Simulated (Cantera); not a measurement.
A closed system holds: 1 mol Si, 1.4 mol F₂, 5.5 mol Cl₂, at 1423 K and 1.90 mbar.

These are equilibrium values from Cantera (NASA tables, ideal gas, pure condensed phases), not measurements of a reactor. Candidate condensed phases: Si; 17 gas species. The tables' values for SiCl₃ are old estimates; treat these amounts as uncertain. Equilibrium is a limit: real reactors are often held back by kinetics, nucleation or transport.

Base state: Cl 0.484, Cl₂ 0.388, SiF₄ 0.0900, SiCl₄ 0.0385, SiCl₃ 1.37e-5 (mole fractions); condensed: gas only.

Question: What changes in the equilibrium state with this change: temperature from 1423 K to 773.15 K?

Answer: 
| species | before | after |
|---|---|---|
| Cl₂ | 0.388 | 0.830 |
| SiF₄ | 0.0900 | 0.119 |
| SiCl₄ | 0.0385 | 0.0508 |
| Cl | 0.484 | 0.000103 |
| SiCl₃ | 1.37e-5 | <1e-9 |
